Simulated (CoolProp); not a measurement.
Toluene along the isotherm 394.6 K: fugacity coefficient from the reference equation and from simpler models built on Tc = 591.7 K, pc = 4.126 MPa, ω = 0.266; each cubic takes its own stable root.

The numbers come from the reference Helmholtz-energy equation of state, Lemmon 2006 in CoolProp. It is a short technical equation, of lower accuracy than the large ones.

| p (MPa) | phase | reference |
|---|---|---|
| 0.794 | liquid | 0.1678 |
| 1.59 | liquid | 0.08627 |
| 2.38 | liquid | 0.05931 |
| 3.17 | liquid | 0.04583 |
| 3.97 | liquid | 0.03767 |
| 4.76 | liquid | 0.03234 |
| 5.55 | liquid | 0.02854 |
| 6.35 | liquid | 0.02567 |
| 7.14 | liquid | 0.02350 |
| 7.94 | liquid | 0.02175 |
| 8.73 | liquid | 0.02035 |
| 9.52 | liquid | 0.01920 |
| 10.3 | liquid | 0.01825 |

How far does each simpler model (van der Waals, Redlich-Kwong) lie from the reference over these 13 states: mean and median of the absolute difference, and the worst?


- van der Waals: mean 382.3 %, median 381.8 %, worst +437.0 % at 394.6 K and 10.3 MPa
- Redlich-Kwong: mean 75.2 %, median 75.3 %, worst +79.6 % at 394.6 K and 10.3 MPa
